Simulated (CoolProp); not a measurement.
Vapour-liquid equilibrium of propane (1) + n-butane (2) at 0.302 bar; x and y are mole fractions of (1).

Model: multi-fluid Helmholtz-energy mixture model, Lemmon 2009 and Bücker 2006; pair parameters Kunz 2012, in CoolProp.

**Question.** Give the bubble temperature and the first vapour's composition at x = 0.125, 0.35, 0.875. Is there an azeotrope?

**Answer.** x = 0.125: 234.6 K, y = 0.471; x = 0.35: 222.9 K, y = 0.797; x = 0.875: 209.0 K, y = 0.984. No azeotrope shows between x = 0.05 and 0.95.

The pair parameters rest on a limited set of measurements; away from them the model extrapolates.
